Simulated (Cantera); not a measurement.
Cantera run:

```python
import numpy as np
import cantera as ct

gas_names = """
    B BH BH2 BH3 BN BO BO2 B2 B2O B2O2 B2O3 B3O3H3 H HBO HBO2 HNO HNO2 HNO3 HO2 H2 H2O H2O2 H3B3O6 N NH
    NH2 NH3 NH2OH NO NO2 NO3 N2 N2H2 N2H4 N2O O OH O2 O3
""".split()
cond_names = """
    B(b) B(L) BN(s) B2O3(L) B3O3H3(cr) H2O(s) H2O(L)
""".split()


# ... load() reads the species with a 1 bar reference pressure and builds the phases ...
atoms = {
    'B2H6': {'B': 2, 'H': 6},
    'O2': {'O': 2},
    'N2': {'N': 2},
}
top_T = {'BN(s)': 3200}  # K; cautious upper limits of use, not melting points


# ... equilibrate(T, P, feed) seeds the gas with the atoms and calls Mixture.equilibrate('TP', solver="vcs", rtol=1e-11, max_steps=5000) ...
results = []
feed = {'B2H6': 1, 'O2': 0.36, 'N2': 40}  # mol
P = 79  # Pa
for T in [1250, 1400, 1550, 1700, 1850, 2000, 2150, 2300]:
    mix = equilibrate(T, P, feed)
    results.append((T, P, feed, dict(zip(mix.species_names, mix.species_moles))))
    x = sorted(zip(gas.X, gas.species_names), reverse=True)
    print(f"T = {T:g} K  P = {P:g} Pa  gas = {mix.phase_moles(0):.4g} mol")
    print("   x: " + "  ".join(f"{s} {v:.3e}" for v, s in x if v > 1e-06))
    print("   condensed (mol): " + ("  ".join(f"{mix.phase(i).name} {mix.phase_moles(i):.4g}"
          for i in range(1, mix.n_phases) if mix.phase_moles(i) > 1e-12) or "none"))
```

Result:

```
T = 1250 K  P = 79 Pa  gas = 42.25 mol
   x: N2 9.287e-01  H2 7.071e-02  HBO2 4.363e-04  B2O3 5.580e-05  H2O 5.557e-05  HBO 4.688e-05  H 4.573e-06
   condensed (mol): BN(s) 1.527  B2O3(L) 0.2239
T = 1400 K  P = 79 Pa  gas = 42.44 mol
   x: N2 9.245e-01  H2 6.899e-02  B2O3 3.042e-03  HBO2 2.364e-03  HBO 9.054e-04  B2O2 1.184e-04  H2O 5.056e-05  H 4.545e-05  BO 1.813e-05
   condensed (mol): BN(s) 1.538  B2O3(L) 0.02689
T = 1550 K  P = 79 Pa  gas = 42.56 mol
   x: N2 9.228e-01  H2 6.812e-02  HBO 3.336e-03  B2O3 2.983e-03  B2O2 1.068e-03  HBO2 1.066e-03  BO 3.479e-04  H 2.925e-04  H2O 1.604e-05
   condensed (mol): BN(s) 1.453
T = 1700 K  P = 79 Pa  gas = 42.76 mol
   x: N2 9.200e-01  H2 6.627e-02  HBO 6.187e-03  B2O2 2.674e-03  BO 2.521e-03  H 1.350e-03  B2O3 7.753e-04  HBO2 2.254e-04  H2O 3.934e-06
   condensed (mol): BN(s) 1.323
T = 1850 K  P = 79 Pa  gas = 42.98 mol
   x: N2 9.158e-01  H2 6.449e-02  BO 7.302e-03  HBO 5.733e-03  H 4.867e-03  B2O2 1.770e-03  B2O3 4.290e-05  HBO2 1.887e-05  B2O 8.518e-06  BH2 1.426e-06  B 1.359e-06
   condensed (mol): BN(s) 1.282
T = 2000 K  P = 79 Pa  gas = 43.29 mol
   x: N2 9.092e-01  H2 6.042e-02  H 1.422e-02  BO 1.195e-02  HBO 3.499e-03  B2O2 5.518e-04  B2O 7.117e-05  B 6.830e-05  BH2 1.145e-05  BN 2.007e-06  B2O3 1.085e-06  BH 1.081e-06
   condensed (mol): BN(s) 1.273
T = 2150 K  P = 79 Pa  gas = 44.5 mol
   x: N2 8.988e-01  H2 4.979e-02  H 3.348e-02  BO 1.400e-02  B 1.716e-03  HBO 1.643e-03  B2O 2.928e-04  B2O2 1.199e-04  BH2 5.184e-05  BN 3.478e-05  BH 1.476e-05
   condensed (mol): B(b) 1.186
T = 2300 K  P = 79 Pa  gas = 45.74 mol
   x: N2 8.744e-01  H 6.311e-02  H2 3.359e-02  BO 1.458e-02  B 1.284e-02  HBO 6.923e-04  B2O 4.118e-04  BN 1.866e-04  BH2 6.986e-05  BH 5.801e-05  B2O2 2.633e-05  N 1.300e-06
   condensed (mol): B(b) 0.6596
```

These are equilibrium values from Cantera (NASA tables, ideal gas, pure condensed phases), not measurements of a reactor. The feed counts by its element totals alone. N2 is the only nitrogen source here; it is nearly inert below about 1500 K, so the nitride shown seldom forms there in practice. Mutual solubility and eutectic melting of coexisting phases are not modelled. The tables' values for BH2 are old estimates; treat these amounts as uncertain.
